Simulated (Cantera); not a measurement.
A closed system holds: 1 mol CS2, 0.14 mol O2, 0.32 mol H2, held at 13300 Pa.

Equilibrium computed with Cantera from the NASA thermochemical tables; the gas is ideal and each condensed phase is pure. Candidate condensed phases: C, C6H6, C7H8, C8H18, H2O, H2SO4, S; 123 gas species. Gases not in the tables: S3 to S7. Kinetics and transport are ignored.

log p: log10 of the partial pressure in bar; n: condensed amount in mol.

| T (°C) | log p CS2 | log p H2S | log p CO | log p COS | log p S2 | log p H2 | n C(graphite) |
|---|---|---|---|---|---|---|---|
| 575 | -1.17 | -1.50 | -2.14 | -1.74 | -2.15 | -3.40 | 0.0525 |
| 650 | -1.17 | -1.52 | -1.87 | -1.90 | -2.10 | -3.00 | 0.0275 |
| 725 | -1.17 | -1.55 | (withheld) | (withheld) | -2.06 | (withheld) | (withheld) |
| 800 | -1.17 | -1.59 | -1.67 | (withheld) | (withheld) | (withheld) | 0 |
| 875 | -1.18 | -1.64 | -1.64 | -2.56 | -1.90 | -2.21 | 0 |
| 950 | -1.19 | -1.70 | -1.63 | -2.77 | -1.84 | -2.05 | 0 |
| 1025 | -1.19 | -1.78 | -1.62 | -2.96 | -1.80 | -1.93 | 0 |

Question: Some entries are withheld; supply them.

Answer: 
- 800, log p COS: -2.34
- 800, log p S2: -1.97
- 800, log p H2: -2.42
- 725, log p CO: -1.73
- 725, log p COS: -2.12
- 725, log p H2: -2.66
- 725, n C(graphite): 0.00341
